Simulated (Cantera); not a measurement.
An adiabatic, constant-pressure homogeneous reactor starts with CH4 : O2 : N2 = 1 : 3.08 : 9 (molar parts), at 1600 K and 760 Torr.

Model: GRI-Mech 3.0 (53 species, 325 reactions), integrated in Cantera.

**Question.** Predict: time of steepest temperature rise; temperature at 6.00 s; equilibrium temperature; x(O2) at 6.00 s; x(CO2) at 6.00 s.

**Answer.** 
```json
{
 "time_of_steepest_temperature_rise": "0.355 ms",
 "temperature at 6.00 s": "2699 K",
 "equilibrium_temperature": "2699 K",
 "x(O2) at 6.00 s": "0.0753 (gas-phase equilibrium 0.0753)",
 "x(CO2) at 6.00 s": "0.0549 (gas-phase equilibrium 0.0549)"
}
```
